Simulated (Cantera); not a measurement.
An adiabatic, constant-pressure homogeneous reactor starts with 5.53 % CH4, 1.33 % CO, 19.5 % O2, 73.6 % N2, equivalence ratio 0.60, at 1698 K and 89000 Pa.

Model: GRI-Mech 3.0 (53 species, 325 reactions), integrated in Cantera.

Question: Predict: time of steepest temperature rise; temperature at 2.00 s; equilibrium temperature; x(CO) at 2.00 s; x(O2) at 2.00 s; x(H) at 2.00 s; x(NO2) at 2.00 s; x(N2O) at 2.00 s; x(OH) at 2.00 s.

Answer: 
```json
{
 "time_of_steepest_temperature_rise": "0.227 ms",
 "temperature at 2.00 s": "2619 K",
 "equilibrium_temperature": "2619 K",
 "x(CO) at 2.00 s": "0.0143 (gas-phase equilibrium 0.0143)",
 "x(O2) at 2.00 s": "0.0715 (gas-phase equilibrium 0.0715)",
 "x(H) at 2.00 s": "0.00279 (gas-phase equilibrium 0.00279)",
 "x(NO2) at 2.00 s": "6.81e-6 (gas-phase equilibrium 6.81e-6)",
 "x(N2O) at 2.00 s": "7.88e-7 (gas-phase equilibrium 7.88e-7)",
 "x(OH) at 2.00 s": "0.0159 (gas-phase equilibrium 0.0159)"
}
```
